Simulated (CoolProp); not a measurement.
n-perfluorohexane at several states: Z from the reference equation and from simpler models built on Tc = 448.0 K, pc = 1742 kPa, ω = 0.497; each cubic takes its own stable root.

Values from CoolProp's reference Helmholtz-energy equation of state, Gao 2022.

| T (K) | p (kPa) | phase | reference |
|---|---|---|---|
| 253.1 | 20.1 | liquid | 0.001791 |
| 218.8 | 106 | liquid | 0.01038 |
| 381 | 1440 | liquid | 0.1091 |
| 399.1 | 25.1 | gas | 0.9924 |
| 292.1 | 13.1 | gas | 0.9883 |
| 409.1 | 199 | gas | 0.9422 |

### Question
How far does each simpler model (van der Waals, Redlich-Kwong, Soave-Redlich-Kwong, Peng-Robinson) lie from the reference over these 6 states: mean and median of the absolute difference, and the worst?

### Answer
- van der Waals: mean 9196.0 %, median 39.5 %, worst +55014.5 % at 253.1 K and 20.1 kPa
- Redlich-Kwong: mean 12.4 %, median 11.5 %, worst +28.7 % at 381 K and 1440 kPa
- Soave-Redlich-Kwong: mean 8.6 %, median 8.0 %, worst +18.4 % at 381 K and 1440 kPa
- Peng-Robinson: mean 2.1 %, median 1.6 %, worst +4.6 % at 381 K and 1440 kPa

At some of these states van der Waals gives the other phase, because its saturation line lies elsewhere.
